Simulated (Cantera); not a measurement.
Input: 1 mol SiF₄, 0.87 mol NO, 3.9 mol H₂, equilibrated at 6.20 mbar.

Cantera equilibrium calculation (NASA polynomials, part measured and part estimated; ideal gas, pure solids and liquids). Candidate condensed phases: H₂O, Si, SiO₂, Si₂N₂O, Si₃N₄; 58 gas species. The tables hold silica as quartz up to 1696 K and as liquid above; real silica turns to tridymite and cristobalite and melts near 1996 K. Rates play no part.

Q: Which condensed phases are stable at each of these points (T (K)): 923, 998, 1073, 1148, 1223, 1298, 1373, 1448, 1523, 1598, 1673, 1748, 1823?

A: 
```csv
T (K),condensed phases,Si condensed (%)
923,SiO₂(β-quartz),31.7
998,SiO₂(β-quartz),34.9
1073,SiO₂(β-quartz),37.2
1148,SiO₂(β-quartz),38.8
1223,SiO₂(β-quartz),40.0
1298,SiO₂(β-quartz),40.8
1373,SiO₂(β-quartz),41.4
1448,SiO₂(β-quartz),41.8
1523,SiO₂(β-quartz),42.1
1598,SiO₂(β-quartz),42.2
1673,SiO₂(β-quartz),41.4
1748,SiO₂(condensed),37.8
1823,SiO₂(condensed),27.5
```

From 923 K to 1673 K the condensed part is SiO₂(β-quartz). From 1748 K to 1823 K the condensed part is SiO₂(condensed).
